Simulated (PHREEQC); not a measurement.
A solution holds 0.2 mol/kgw HCl and 0.057 mol/kgw FeSO4, at 13 °C. It is in equilibrium with CO2 at log p = -3.4 (atm). Otherwise closed; pH follows from the charge balance.

Computed with PHREEQC (ion-association model, wateq4f.dat).

Each row changes one thing in this solution. No solid was allowed to form.

```tsv
case	pH	ionic strength (mol/kgw)	HSO4- (mol/kgw)	SO4-2 (mol/kgw)
as made	0.91	0.309	0.0364	0.0107
HCl from 0.2 to 2 mol/kgw	-0.15	2.08	…	0.00249
diluted 2-fold with water	1.18	0.161	0.0165	0.00763
HCl from 0.2 to 0.1 mol/kgw	1.26	0.217	0.0273	0.0165
diluted 10-fold with water	1.81	0.0359	0.00211	0.00296
FeSO4 from 0.057 to 0.114 mol/kgw	1.01	0.406	0.0600	0.0243
diluted 5-fold with water	1.54	0.0685	0.00535	0.00458
FeSO4 replaced by KHSO4 at the same molality	0.78	0.277	0.0463	0.00988
FeSO4 from 0.057 to 0.0627 mol/kgw	0.92	0.319	…	0.0119
```

Question: Fill in the missing entries.

Answer: 
- HCl from 0.2 to 2 mol/kgw, HSO4- (mol/kgw): 0.0520
- FeSO4 from 0.057 to 0.0627 mol/kgw, HSO4- (mol/kgw): 0.0392

The ionic strength passes 0.7 mol/kgw, the rough limit of the ion-association models, in HCl from 0.2 to 2 mol/kgw. Constants without temperature data keep their 25 °C values here.
